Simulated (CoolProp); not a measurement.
Benzene along the isobar 58.7 bar: fugacity coefficient from the reference equation and from simpler models built on Tc = 562.0 K, pc = 49.06 bar, ω = 0.211; each cubic takes its own stable root.

Model: reference Helmholtz-energy equation of state, Thol 2012, in CoolProp.

| T (K) | phase | reference |
|---|---|---|
| 363 | liquid | 0.02666 |
| 386.4 | liquid | 0.04846 |
| 409.7 | liquid | 0.08051 |
| 433.1 | liquid | 0.1247 |
| 456.5 | liquid | 0.1818 |
| 479.8 | liquid | 0.2514 |
| 503.2 | liquid | 0.3332 |
| 526.6 | liquid | 0.4246 |
| 549.9 | liquid | 0.5214 |
| 573.3 | supercritical | 0.6166 |
| 596.6 | supercritical | 0.6797 |
| 620 | supercritical | 0.7233 |

**Question.** How far does each simpler model (van der Waals, Redlich-Kwong, Soave-Redlich-Kwong, Peng-Robinson) lie from the reference over these 12 states: mean and median of the absolute difference, and the worst?

**Answer.** 
- van der Waals: mean 94.7 %, median 45.9 %, worst +382.0 % at 363 K and 58.7 bar
- Redlich-Kwong: mean 19.4 %, median 14.5 %, worst +55.8 % at 363 K and 58.7 bar
- Soave-Redlich-Kwong: mean 2.3 %, median 2.5 %, worst +3.5 % at 479.8 K and 58.7 bar
- Peng-Robinson: mean 1.3 %, median 0.7 %, worst -3.2 % at 620 K and 58.7 bar
